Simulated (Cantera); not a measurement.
An isothermal, constant-pressure homogeneous reactor starts with H2 : O2 = 0.16 : 1 (molar parts), equivalence ratio 0.080, at 1075 K and 0.00355 atm.

Computed with Cantera and the H2/O2 subset of GRI-Mech 3.0, which has no nitrogen chemistry. Radical loss at walls, strong at low pressure, is not modelled. The temperature is held fixed by assumption; the heat of reaction is taken as removed at once.

x: mole fraction; the columns are a selection and need not sum to one.

```csv
t (s),x H2,x O2,x H,x H2O2,x H2O,x HO2
2.00e-5,0.138,0.862,4.08e-11,<1e-12,<1e-12,4.20e-11
4.93e-5,0.138,0.862,9.74e-11,<1e-12,<1e-12,1.03e-10
0.000121,0.138,0.862,2.28e-10,<1e-12,1.27e-11,2.55e-10
0.000299,0.138,0.862,5.64e-10,<1e-12,1.44e-10,6.28e-10
0.000737,0.138,0.862,?,<1e-12,?,?
0.00182,0.138,0.862,1.90e-8,3.12e-12,2.98e-8,3.85e-9
0.00447,0.138,0.862,3.71e-6,2.36e-11,6.62e-6,1.99e-8
0.0110,0.0273,0.801,0.0480,1.18e-7,0.0830,2.46e-6
0.0271,0.00422,0.787,0.0412,4.68e-8,0.112,2.61e-6
0.0669,0.00338,0.804,0.0275,5.50e-8,0.123,2.70e-6
0.165,0.00185,0.829,0.0101,6.98e-8,0.137,2.66e-6
0.406,0.000495,0.846,0.00133,7.89e-8,0.146,2.00e-6
1.00,7.75e-5,0.851,8.13e-5,5.91e-8,0.148,8.93e-7
```

Question: Fill in the missing entries.

Answer: 
- 0.000737, x H: 1.92e-9
- 0.000737, x H2O: 1.59e-9
- 0.000737, x HO2: 1.55e-9
